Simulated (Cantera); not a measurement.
What does this Cantera script print?

```python
import numpy as np
import cantera as ct

gas_names = """
    H HNO HNO2 HNO3 HO2 H2 H2O H2O2 N NH NH2 NH3 NH2OH NO NO2 NO3 N2 N2H2 N2H4 N2O O OH O2 O3 Pb PbO Pb2
""".split()
cond_names = """
    H2O(s) H2O(L) Pb(cr) Pb(L) PbO(rd) PbO(yw) PbO(L) PbO2(s) Pb3O4(s)
""".split()


def load(file, names, dense=False):
    # The tables refer to 1 bar. Condensed volumes are neglected.
    table = {s.name: s for s in ct.Species.list_from_file(file)}
    out = []
    for n in names:
        d = dict(table[n].input_data)
        d["thermo"] = dict(d["thermo"], **{"reference-pressure": 1e5})
        if dense:
            d["equation-of-state"] = {"model": "constant-volume", "density": "1e6 g/cm^3"}
        out.append(ct.Species.from_dict(d))
    return out


gas = ct.Solution(thermo="ideal-gas", species=load("nasa_gas.yaml", gas_names))
cond = {s.name: ct.Solution(thermo="fixed-stoichiometry", species=[s], name=s.name)
        for s in load("nasa_condensed.yaml", cond_names, dense=True)}
atoms = {
    'PbO': {'Pb': 1, 'O': 1},
    'H2': {'H': 2},
    'N2': {'N': 2},
}
top_T = {'Pb3O4(s)': 820}  # K; cautious upper limits of use, not melting points


def equilibrate(T, P, feed):
    n = {}
    for name, mol in feed.items():
        for a, k in atoms[name].items():
            n[a] = n.get(a, 0.0) + k * mol
    gas.TPX = T, P, n
    mass = sum(n.values()) * gas.mean_molecular_weight
    gas.equilibrate("TP")
    valid = [c for c in cond.values() if c.min_temp <= T <= top_T.get(c.name, c.max_temp)]
    mix = ct.Mixture([(gas, mass / gas.mean_molecular_weight)] + [(c, 0.0) for c in valid])
    mix.T, mix.P = T, P
    mix.equilibrate("TP", solver="vcs", rtol=1e-11, max_steps=5000)
    return mix


results = []
feed = {'PbO': 1, 'H2': 0.14, 'N2': 19}  # mol
P = 133.322  # Pa
for T in [498, 648, 798, 948, 1098, 1248, 1398, 1548]:
    mix = equilibrate(T, P, feed)
    results.append((T, P, feed, dict(zip(mix.species_names, mix.species_moles))))

top = {s: max(r[3][s] / sum(r[3][g] for g in gas_names) for r in results) for s in gas_names}
cols = sorted((s for s in top if top[s] > 1e-06), key=lambda s: -top[s])[:9]
seen = [c for c in cond_names if any(r[3].get(c, 0) > 1e-12 for r in results)]
print("log10 of partial pressures in bar; condensed amounts in mol")
print(f"{'T/K':>10s}" + "".join(f"{s[:9]:>10s}" for s in cols + seen))
for T, P, feed, n in results:
    ng = sum(n[g] for g in gas_names)
    print(f"{T:10.4g}" + "".join(f"{np.log10(max(n[s] / ng * P / 1e5, 1e-99)):10.3f}" for s in cols)
          + "".join(f"{n.get(c, 0):10.4g}" for c in seen))
```

It prints:

```
log10 of partial pressures in bar; condensed amounts in mol
       T/K        N2       PbO        Pb        O2       H2O        NO        OH         O        H2    Pb(cr)     Pb(L)   PbO(rd)   PbO(yw)
       498    -2.878   -21.400   -14.736   -35.545    -5.011   -28.136   -26.183   -40.813   -10.224      0.14         0      0.86         0
       648    -2.878   -14.476   -10.075   -24.930    -5.011   -20.611   -19.609   -29.416    -9.596         0      0.14      0.86         0
       798    -2.878   -10.201    -7.242   -18.243    -5.011   -15.883   -15.483   -22.261    -9.215         0    0.1392         0      0.86
       948    -2.880    -7.310    -5.320   -13.703    -5.013   -12.668   -12.668   -17.379    -8.929         0   0.07098         0    0.8593
      1098    -2.883    -5.232    -5.015    -8.261    -5.016    -9.260   -10.085   -12.755    -9.787         0         0         0    0.7746
      1248    -2.902    -4.306    -4.780    -5.438    -5.034    -7.335    -8.459    -9.896    -9.794         0         0         0         0
      1398    -2.904    -4.429    -4.546    -5.021    -5.037    -6.716    -7.624    -8.548    -8.885         0         0         0         0
      1548    -2.906    -4.617    -4.385    -4.803    -5.041    -6.277    -6.983    -7.519    -8.093         0         0         0         0
```

Equilibrium computed with Cantera from the NASA thermochemical tables; the gas is ideal and each condensed phase is pure.
